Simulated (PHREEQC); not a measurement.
Synthetic water in mg/L, 25 °C, pH 6.36, pe 10.9: Na 314; K 42.3; Ca 97.7; Mg 30.6; Cl 492; S(6) as SO4 258; Alkalinity as HCO3 158; Zn 21.5.

Valence states are taken as typed.

Equilibrium calculation in PHREEQC: ion-association model, phreeqc.dat.

The ionic strength comes out as 0.0269 mol/kgw. The specific conductance comes out as 2330 µS/cm. The charge-balance error comes out as 2.2 %.

| species | molality | activity | log γ |
|---|---|---|---|
| Cl- | 0.0139 | 0.0118 | -0.069 |
| Na+ | 0.0136 | 0.0117 | -0.066 |
| HCO3- | 0.00247 | 0.00213 | -0.065 |
| Ca+2 | 0.00216 | 0.00119 | -0.259 |
| SO4-2 | 0.00215 | 0.00117 | -0.265 |
| CO2 | 0.00208 | 0.00209 | 0.003 |
| Mg+2 | 0.00108 | 0.000603 | -0.253 |

This is a speciation only: nothing precipitates in the calculation. The database's zinc carbonate complexes are estimates, stronger than later reviews accept.
